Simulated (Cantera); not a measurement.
Charge: 1 mol FeS, 0.83 mol O2, a varied amount of N2, equilibrated at 1450 K and 0.0400 bar.

Cantera equilibrium calculation (NASA polynomials, part measured and part estimated; ideal gas, pure solids and liquids). Candidate condensed phases: Fe, FeO, FeS, FeSO4, FeS2, Fe2O3, Fe2(SO4)3, Fe3O4, S; 19 gas species. Metal and sulfide melt together well below either melting point, which pure phases cannot show. Mutual solubility and eutectic melting of coexisting phases are not modelled. The tables' stoichiometric FeO is somewhat more stable than real wüstite, so its field is too wide. FeO, FeS: taken at fixed stoichiometry. Equilibrium is a limit: real reactors are often held back by kinetics, nucleation or transport.

x: gas mole fraction; n: condensed amount in mol.

```json
[
 {"n(N2) (mol)": "1.3", "x N2": "0.675", "x SO2": "0.209", "x S2": "0.111", "x SO": "0.00362", "x S2O": "0.00198", "x S": "3.71e-5", "n FeO(s)": "0.844", "n FeS(s)": "0.156"},
 {"n(N2) (mol)": "4.8", "x N2": "0.881", "x SO2": "0.0657", "x S2": "0.0511", "x SO": "0.00167", "x S2O": "0.000623", "x S": "2.52e-5", "n FeO(s)": "0.931", "n FeS(s)": "0.0687"},
 {"n(N2) (mol)": "8.4", "x N2": "0.927", "x SO2": "0.0368", "x S2": "0.0347", "x SO": "0.00114", "x S2O": "0.000349", "x S": "2.08e-5", "n FeO(s)": "0.980", "n FeS(s)": "0.0203"},
 {"n(N2) (mol)": "12", "x N2": "0.947", "x SO2": "0.0255", "x S2": "0.0260", "x SO": "0.000881", "x S2O": "0.000234", "x S": "1.80e-5", "n FeO(s)": "1.000", "n FeS(s)": "0"},
 {"n(N2) (mol)": "15", "x N2": "0.957", "x SO2": "(withheld)", "x S2": "(withheld)", "x SO": "(withheld)", "x S2O": "(withheld)", "x S": "(withheld)", "n FeO(s)": "1.000", "n FeS(s)": "0"},
 {"n(N2) (mol)": "19", "x N2": "0.966", "x SO2": "(withheld)", "x S2": "(withheld)", "x SO": "(withheld)", "x S2O": "(withheld)", "x S": "(withheld)", "n FeO(s)": "1.000", "n FeS(s)": "0"},
 {"n(N2) (mol)": "23", "x N2": "0.972", "x SO2": "0.0136", "x S2": "0.0139", "x SO": "0.000551", "x S2O": "0.000107", "x S": "1.32e-5", "n FeO(s)": "1.000", "n FeS(s)": "0"}
]
```

Question: Some entries are withheld; supply them.

Answer: 
- 19, x SO2: 0.0164
- 19, x S2: 0.0168
- 19, x SO: 0.000633
- 19, x S2O: 0.000135
- 19, x S: 1.45e-5
- 15, x SO2: 0.0206
- 15, x S2: 0.0211
- 15, x SO: 0.000751
- 15, x S2O: 0.000179
- 15, x S: 1.62e-5
